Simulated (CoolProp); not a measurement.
Vapour-liquid equilibrium of acetone (1) + n-heptane (2) at 0.299 MPa; x and y are mole fractions of (1).

Values from CoolProp's multi-fluid Helmholtz-energy mixture model, Lemmon 2006 and Span 2003; pair parameters Bell 2016.

### Question
Give the bubble temperature and the first vapour's composition at x = 0.45, 0.65, 0.85. Is there an azeotrope?

### Answer
x = 0.45: 97.7 °C, y = 0.751; x = 0.65: 94.2 °C, y = 0.811; x = 0.85: 92.1 °C, y = 0.886. No azeotrope shows between x = 0.05 and 0.95.

The pair parameters rest on a limited set of measurements; away from them the model extrapolates.
